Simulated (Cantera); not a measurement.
What does this Cantera script print?

```python
import numpy as np
import cantera as ct

gas = ct.Solution("gri30.yaml")
gas.TPX = 1425, 270000, {'CH4': 1, 'O2': 3.08, 'N2': 11.6, 'CO2': 0.053}
reactor = ct.IdealGasReactor(gas, energy="on", clone=False)
net = ct.ReactorNet([reactor])
net.rtol, net.atol = 1e-08, 1e-16
show = ['CH4', 'O2', 'C2H4', 'H2O2', 'NO', 'CH3']
times = np.geomspace(3e-06, 0.4, 10)

steps = ct.SolutionArray(gas, extra=["t"])
rows = []
print(f"{'t/s':>10s}{'T/K':>9s}{'P/Pa':>11s}" + "".join(f"{s:>11s}" for s in show))
for t in times:
    while net.time < t:
        t_next = net.step()
        steps.append(gas.state, t=t_next)
    rows.append([np.interp(t, steps.t, y) for y in (steps.T, steps.P, *steps(*show).X.T)])
    print(f"{t:10.3e}{rows[-1][0]:9.1f}{rows[-1][1]:11.4g}" + "".join(f"{x:11.3e}" for x in rows[-1][2:]))
rate = np.gradient(steps.T, steps.t)
print("integrator steps:", len(steps.t))
if steps.T.max() > steps.T[0] + 200:
    print(f"time of steepest temperature rise: {steps.t[rate.argmax()]:.4e} s")
gas.TPX = 1425, 270000, {'CH4': 1, 'O2': 3.08, 'N2': 11.6, 'CO2': 0.053}
gas.equilibrate("UV")
print(f"equilibrium (UV): T = {gas.T:.1f} K  " + "  ".join(f"{s} {gas[s].X[0]:.3e}" for s in show))
```

Output:

```
       t/s      T/K       P/Pa        CH4         O2       C2H4       H2O2         NO        CH3
 3.000e-06   1425.0    2.7e+05  6.356e-02  1.958e-01  2.345e-13  1.413e-09  2.541e-17  2.307e-07
 1.113e-05   1425.0    2.7e+05  6.356e-02  1.958e-01  2.037e-11  1.261e-08  1.572e-16  9.484e-07
 4.130e-05   1425.0    2.7e+05  6.355e-02  1.958e-01  1.924e-09  6.319e-08  1.510e-15  4.846e-06
 1.533e-04   1425.1    2.7e+05  6.348e-02  1.957e-01  3.830e-07  1.531e-07  3.243e-14  3.651e-05
 5.687e-04   1433.7  2.717e+05  6.195e-02  1.947e-01  4.535e-05  1.009e-06  1.012e-12  1.346e-04
 2.110e-03   2747.8  5.286e+05  1.304e-16  6.202e-02  3.568e-25  7.423e-07  1.474e-02  1.098e-15
 7.830e-03   2743.3  5.276e+05  1.285e-16  6.074e-02  3.449e-25  7.292e-07  1.748e-02  1.070e-15
 2.905e-02   2743.3  5.276e+05  1.285e-16  6.074e-02  3.449e-25  7.292e-07  1.748e-02  1.070e-15
 1.078e-01   2743.3  5.276e+05  1.285e-16  6.074e-02  3.449e-25  7.292e-07  1.748e-02  1.070e-15
 4.000e-01   2743.3  5.276e+05  1.285e-16  6.074e-02  3.449e-25  7.292e-07  1.748e-02  1.070e-15
integrator steps: 1938
time of steepest temperature rise: 9.5452e-04 s
equilibrium (UV): T = 2743.3 K  CH4 1.788e-16  O2 6.074e-02  C2H4 4.049e-25  H2O2 7.292e-07  NO 1.748e-02  CH3 1.488e-15
```

Cantera simulation using GRI-Mech 3.0 (53 species, 325 reactions); the numbers are that mechanism's predictions, not measurements.
